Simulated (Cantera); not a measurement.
## Stirred combustor or abatement burner

A perfectly stirred reactor is fed with 38.8 % H2, 12.1 % O2, 45.4 % N2, 3.72 % H2O, at 165 Torr; it is adiabatic with a 375 K inlet, and is followed from long to short residence time, starting on the burning branch (τ in s: 0.23, 0.12, 0.061, 0.031, 0.016, 0.0082, 0.0042, 0.0022, 0.0011, 0.00058, 0.0003, 0.00015, 7.9e-05).

Detailed kinetics in Cantera: the H2/O2 subset of GRI-Mech 3.0, which has no nitrogen chemistry.

| τ (s) | T (K) | x H2 | x O2 | x H2O | x OH | x H |
|---|---|---|---|---|---|---|
| 0.23 | 2124 | 0.161 | 0.000105 | 0.313 | 0.00240 | 0.0100 |
| 0.12 | 2101 | 0.160 | 0.000174 | 0.312 | 0.00304 | 0.0131 |
| 0.061 | 2067 | 0.158 | 0.000297 | 0.309 | 0.00385 | 0.0175 |
| 0.031 | 2022 | 0.156 | 0.000504 | 0.307 | 0.00477 | 0.0233 |
| 0.016 | 1964 | 0.153 | 0.000827 | 0.303 | 0.00569 | 0.0307 |
| 0.0082 | 1892 | 0.149 | 0.00132 | 0.299 | 0.00649 | 0.0400 |
| 0.0042 | 1804 | 0.144 | 0.00202 | 0.294 | 0.00697 | 0.0511 |
| 0.0022 | 1705 | 0.139 | 0.00294 | 0.289 | 0.00699 | 0.0636 |
| 0.0011 | 1589 | 0.134 | 0.00430 | 0.283 | 0.00646 | 0.0783 |
| 0.00058 | 1473 | 0.129 | 0.00624 | 0.277 | 0.00553 | 0.0918 |
| 0.00030 | 1349 | 0.130 | 0.0102 | 0.267 | 0.00428 | 0.102 |
| 0.00015 | 1201 | 0.157 | 0.0232 | 0.239 | 0.00282 | 0.0965 |
| 7.9e-5 | 375 | 0.388 | 0.121 | 0.0372 | <1e-12 | <1e-12 |
x: mole fraction; the columns are a selection and need not sum to one.
